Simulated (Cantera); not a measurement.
Charge: 1 mol C₃H₈, 0.69 mol O₂, 0.62 mol H₂, at 0.00170 bar.

Method: chemical equilibrium by Gibbs-energy minimisation in Cantera with the NASA 1993 tables (ideal gas, pure condensed phases). Candidate condensed phases: C, C₆H₆, C₇H₈, C₈H₁₈, H₂O; 110 gas species. Equilibrium is a limit: real reactors are often held back by kinetics, nucleation or transport.

log p: log10 of the partial pressure in bar; n: condensed amount in mol.

| T (°C) | log p H₂ | log p H | log p CO | log p C₂H₂ (acetylene) | n C(graphite) |
|---|---|---|---|---|---|
| 1752 | -2.90 | -4.17 | -3.42 | -5.95 | 1.61 |
| 1802 | -2.91 | … | -3.42 | … | 1.61 |
| 1852 | -2.92 | -3.90 | -3.42 | -5.70 | 1.61 |
| 1902 | -2.94 | … | -3.43 | … | 1.60 |
| 1952 | -2.95 | -3.67 | -3.44 | -5.49 | 1.60 |
| 2002 | -2.97 | -3.56 | -3.44 | -5.39 | 1.59 |
| 2052 | -3.00 | -3.46 | -3.45 | -5.31 | 1.58 |
| 2102 | -3.03 | -3.37 | -3.47 | -5.24 | 1.57 |
| 2152 | -3.07 | -3.28 | -3.48 | -5.18 | 1.56 |
| 2202 | -3.12 | -3.21 | -3.50 | -5.13 | 1.55 |
| 2252 | -3.18 | -3.14 | -3.51 | -5.10 | 1.53 |
| 2302 | -3.25 | -3.08 | -3.53 | -5.08 | 1.51 |
| 2352 | -3.32 | -3.03 | -3.55 | -5.07 | 1.47 |
| 2402 | -3.41 | -2.99 | -3.57 | -5.08 | 1.40 |

Question: Complete the blanks.

Answer: 
- 1902, log p H: -3.78
- 1902, log p C₂H₂ (acetylene): -5.59
- 1802, log p H: -4.03
- 1802, log p C₂H₂ (acetylene): -5.82
